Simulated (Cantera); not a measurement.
Input (Python, Cantera):

```python
import numpy as np
import cantera as ct

gas = ct.Solution("gri30.yaml")
gas.TPX = 1250, 1600, {'H2': 0.13, 'O2': 1}
inlet = ct.Reservoir(gas, clone=True)

reactor = ct.IdealGasConstPressureReactor(gas, energy="off", clone=False)
exhaust = ct.Reservoir(gas, clone=True)
tau = [1.3, 0.52, 0.21, 0.082, 0.033, 0.013, 0.0051, 0.002][0]
for a, b in ((inlet, reactor), (reactor, exhaust)):
    ct.MassFlowController(a, b, mdot=lambda t: reactor.mass / tau)
net = ct.ReactorNet([reactor])
show = ['H2', 'O2', 'H', 'H2O', 'O']

rows = []
print(f"{'tau/s':>10s}{'T/K':>9s}" + "".join(f"{s:>11s}" for s in show))
for tau in [1.3, 0.52, 0.21, 0.082, 0.033, 0.013, 0.0051, 0.002]:
    net.initial_time = 0.0
    net.advance(30 * tau)
    before = gas.X
    net.advance(40 * tau)
    drift = np.max(np.abs(gas.X - before) / (gas.X + 1e-9))
    rows.append([gas.T, *gas[show].X, drift])
    print(f"{tau:10.3e}{gas.T:9.1f}" + "".join(f"{x:11.3e}" for x in gas[show].X))
```

Result:

```
     tau/s      T/K         H2         O2          H        H2O          O
 1.300e+00   1250.0  2.713e-04  8.747e-01  2.469e-04  1.205e-01  2.501e-03
 5.200e-01   1250.0  4.805e-04  8.723e-01  6.049e-04  1.196e-01  4.529e-03
 2.100e-01   1250.0  8.354e-04  8.684e-01  1.437e-03  1.181e-01  8.016e-03
 8.200e-02   1250.0  1.452e-03  8.615e-01  3.376e-03  1.154e-01  1.404e-02
 3.300e-02   1250.0  2.403e-03  8.512e-01  7.131e-03  1.110e-01  2.280e-02
 1.300e-02   1250.0  3.862e-03  8.378e-01  1.333e-02  1.044e-01  3.377e-02
 5.100e-03   1250.0  6.125e-03  8.259e-01  2.054e-02  9.655e-02  4.292e-02
 2.000e-03   1250.0  1.026e-02  8.204e-01  2.623e-02  8.794e-02  4.592e-02
```

Computed with Cantera and GRI-Mech 3.0 (53 species, 325 reactions). Radical loss at walls, strong at low pressure, is not modelled. The temperature is held fixed by assumption; the heat of reaction is taken as removed at once.
